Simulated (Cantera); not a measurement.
# Halide evaporation, hydrolysis and transport: BaF2 + H2

Charge: 1 mol BaF2, 180 mol H2, held at 0.00133 bar.

These are equilibrium values from Cantera (NASA tables, ideal gas, pure condensed phases), not measurements of a reactor. Candidate condensed phases: Ba, BaF2; 14 gas species. Equilibrium is a limit: real reactors are often held back by kinetics, nucleation or transport.

```csv
T (°C),x H2,x H,x HF,x BaF2,n BaF2(s)
927,1.000,5.40e-6,1.18e-5,1.51e-5,0.995
1027,0.999,3.03e-5,0.000108,0.000268,0.932
1127,0.995,0.000133,0.000707,0.00299,0.332
1227,0.993,0.000480,0.00148,0.00405,0
1327,0.991,0.00148,0.00224,0.00331,0
1427,0.987,0.00401,0.00310,0.00251,0
1527,0.981,0.00971,0.00397,0.00176,0
1627,0.968,0.0214,0.00479,0.00115,0
1727,0.946,0.0433,0.00554,0.000712,0
1827,0.907,0.0813,0.00620,0.000422,0
```
x: gas mole fraction; n: condensed amount in mol.

From 927 °C to 1127 °C the condensed part is BaF2(s). From 1227 °C to 1827 °C nothing is condensed. The main Ba-bearing gas is BaF2 at 927 °C and BaF at 1827 °C.
